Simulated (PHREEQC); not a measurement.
Make-up at 20 °C: 0.096 mol/kgw NaBr and 0.08 mol/kgw MnCl2. Closed to the air; pH follows from the charge balance.

The numbers come from PHREEQC with the ion-association model, phreeqc.dat.

```tsv
quantity	before	after
pH	6.21	5.63
ionic strength (mol/kgw)	0.312	0.317
```

Q: Name the change that produced these shifts.
A) MnCl2 replaced by BaCl2 at the same molality
B) temperature from 20 to 85 °C
C) 0.046 mol/kgw LiBr added
D) NaBr replaced by CdBr2 at the same molality
E) NaBr from 0.096 to 0.106 mol/kgw

A: D, NaBr replaced by CdBr2 at the same molality

Precipitation was switched off in this run.
